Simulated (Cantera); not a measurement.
Feed: 1 mol Si, 3.3 mol HCl, 5.3 mol H₂, at 0.133 bar.

Method: chemical equilibrium by Gibbs-energy minimisation in Cantera with the NASA 1993 tables (ideal gas, pure condensed phases). Candidate condensed phases: Si; 19 gas species. The tables' values for SiCl₃ are old estimates; treat these amounts as uncertain. Equilibrium is a limit: real reactors are often held back by kinetics, nucleation or transport. All values below are at 1400 K.

Base state: H₂ 0.768, HCl 0.127, SiCl₂ 0.0619, SiCl₄ 0.0182, SiCl₃ 0.0163, SiHCl₃ 0.00780, SiH₂Cl₂ 0.000502, H 1.17e-5 (mole fractions); condensed: Si(s).

### Question
What changes in the equilibrium state with this change: pressure from 0.133 bar to 0.560 bar?

### Answer
| species | before | after |
|---|---|---|
| H₂ | 0.768 | 0.793 |
| HCl | 0.127 | 0.103 |
| SiCl₂ | 0.0619 | 0.0391 |
| SiHCl₃ | 0.00780 | 0.0167 |
| SiCl₄ | 0.0182 | 0.0305 |
| SiCl₃ | 0.0163 | 0.0167 |
| SiH₃Cl | 9.30e-6 | 3.26e-5 |
| SiH₂Cl₂ | 0.000502 | 0.00137 |
| Si(s), mol | 0.129 | 0.151 |

### Question
What changes in the equilibrium state with this change: H₂ from 5.3 to 16 mol?

### Answer
| species | before | after |
|---|---|---|
| H₂ | 0.768 | 0.877 |
| HCl | 0.127 | 0.0876 |
| SiCl₂ | 0.0619 | 0.0258 |
| SiCl₄ | 0.0182 | 0.00317 |
| SiCl₃ | 0.0163 | 0.00439 |
| SiHCl₃ | 0.00780 | 0.00224 |
| SiH₂Cl₂ | 0.000502 | 0.000239 |
| Si(s), mol | 0.129 | 0.313 |
